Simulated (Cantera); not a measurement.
A freely propagating, adiabatic, planar premixed flame of H2 : O2 : N2 : H2O = 1 : 0.25 : 0.94 : 0.28 (molar parts), equivalence ratio 2.0, unburnt at 525 K and 1280 Torr; mixture-averaged transport, grid criteria slope 0.08 and curve 0.16, no radiation.

Computed with Cantera and the H2/O2 subset of GRI-Mech 3.0, which has no nitrogen chemistry. Burning velocities carry a grid error of a few per cent, more on coarse grids.

Q: Predict: laminar burning velocity; thermal thickness; peak x(OH); peak x(H2O2); peak x(H).

A: 
* **laminar burning velocity**: 565 cm/s
* **thermal thickness**: 0.192 mm
* **peak x(OH)**: 0.00384
* **peak x(H2O2)**: 4.24e-5
* **peak x(H)**: 0.0484
